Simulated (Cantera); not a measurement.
Input: 1 mol FeS2, 0.33 mol H2, at 160000 Pa.

Cantera equilibrium calculation (NASA polynomials, part measured and part estimated; ideal gas, pure solids and liquids). Candidate condensed phases: Fe, FeS, FeS2, S; 8 gas species. FeS: taken at fixed stoichiometry. Gases not in the tables: S3 to S7. The numbers say what is thermodynamically allowed, not how fast it happens.

log p: log10 of the partial pressure in bar; n: condensed amount in mol.

| T (K) | log p H2S | log p S2 | log p H2 | log p SH | log p S8 | log p S | log p H | n FeS(s) | n FeS2(s) |
|---|---|---|---|---|---|---|---|---|---|
| 900 | 0.19 | -1.95 | -1.49 | -5.24 | -8.33 | … | -10.68 | 0.328 | 0.672 |
| 950 | 0.17 | -1.08 | -1.66 | -4.67 | -6.08 | … | -10.09 | 0.361 | 0.639 |
| 1000 | 0.04 | -0.31 | -1.94 | -4.21 | -4.05 | … | -9.61 | 0.620 | 0.380 |
| 1050 | -0.11 | -0.09 | -1.97 | -3.93 | -4.16 | … | -9.08 | 1.00 | 0 |
| 1100 | -0.11 | -0.09 | -1.77 | -3.66 | -5.03 | … | -8.47 | 1.00 | 0 |
| 1150 | -0.12 | -0.09 | -1.59 | -3.42 | -5.83 | … | -7.92 | 1.00 | 0 |
| 1200 | -0.13 | -0.09 | -1.43 | -3.20 | -6.55 | … | -7.42 | 1.00 | 0 |
| 1250 | -0.14 | -0.09 | -1.28 | -2.99 | -7.21 | … | -6.96 | 1.00 | 0 |
| 1300 | -0.15 | -0.08 | -1.15 | -2.81 | -7.82 | … | -6.53 | 1.00 | 0 |
| 1350 | -0.17 | -0.08 | -1.04 | -2.64 | -8.38 | … | -6.14 | 1.00 | 0 |

Problem. Complete the blanks.

Solution. 
- 900, log p S: -10.39
- 950, log p S: -9.30
- 1000, log p S: -8.31
- 1050, log p S: -7.67
- 1100, log p S: -7.18
- 1150, log p S: -6.73
- 1200, log p S: -6.32
- 1250, log p S: -5.94
- 1300, log p S: -5.59
- 1350, log p S: -5.27
